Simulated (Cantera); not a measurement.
## Thermodynamics of hydrogen reduction and annealing atmospheres, feed Fe₃O₄ + H₂ + H₂O

Input: 1 mol Fe₃O₄, 110 mol H₂, 0.078 mol H₂O, held at 1875 K.

Cantera equilibrium calculation (NASA polynomials, part measured and part estimated; ideal gas, pure solids and liquids). Candidate condensed phases: Fe, FeO, Fe(OH)₂, Fe(OH)₃, Fe₂O₃, Fe₃O₄, H₂O; 12 gas species. Equilibrium is a limit: real reactors are often held back by kinetics, nucleation or transport.

| P (Pa) | x H₂ | x H | x H₂O | x Fe | n Fe(l) |
|---|---|---|---|---|---|
| 10 | 0.878 | 0.0614 | 0.0347 | 0.0257 | 0 |
| 36 | 0.906 | 0.0329 | 0.0354 | 0.0261 | 0 |
| 130 | 0.921 | 0.0174 | 0.0357 | 0.0263 | 0 |
| 460 | 0.937 | 0.00935 | 0.0362 | 0.0176 | 1.01 |
| 1700 | 0.954 | 0.00491 | 0.0368 | 0.00477 | 2.47 |
| 6000 | 0.959 | 0.00262 | 0.0369 | 0.00135 | 2.85 |
| 22000 | 0.961 | 0.00137 | 0.0370 | 0.000369 | 2.96 |
| 77000 | 0.962 | 0.000733 | 0.0370 | 0.000105 | 2.99 |
| 280000 | 0.963 | 0.000384 | 0.0370 | 2.90e-5 | 3.00 |
| 1000000 | 0.963 | 0.000203 | 0.0370 | 8.11e-6 | 3.00 |
x: gas mole fraction; n: condensed amount in mol.

From 10.0 Pa to 1.30 mbar nothing is condensed. From 4.60 mbar to 10.0 bar the condensed part is Fe(l). The main Fe-bearing gas is Fe throughout.
